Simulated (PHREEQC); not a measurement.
Leach liquor: an equilibrium model

Solution (25 °C): 0.027 mol/kgw H2SO4 and 0.011 mol/kgw MnSO4. Closed to the air; pH follows from the charge balance.

The numbers come from PHREEQC with the ion-association model, phreeqc.dat.

This is a speciation only: nothing precipitates in the calculation.

Problem. What pH does the model give?

Solution. pH 1.55.

Problem. In which forms is S present?

Solution. HSO4- 53 %, SO4-2 37 %, MnSO4 9.1 % of the S.
